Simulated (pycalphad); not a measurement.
All values are pycalphad results on the COST 507 light-alloy database (1999) (1 atm), not direct measurements. The database dates from 1999; later assessments differ in places, in temperatures and in the compounds included. Diffusion is slow at the low end, where real alloys seldom reach equilibrium.

**Si-1.11V (at.%): equilibrium cooling sequence**

```tsv
T (K)	phases above	phases below
1682.2	liquid	diamond (Si) + liquid
1675.0	diamond (Si) + liquid	diamond (Si) + SI2V
```

Changes were sought between steps of 50 K, so a narrower field can be missed.

Database names, with the compositions (at.%) that they take in these runs: SI2V: Si 67 V 33.
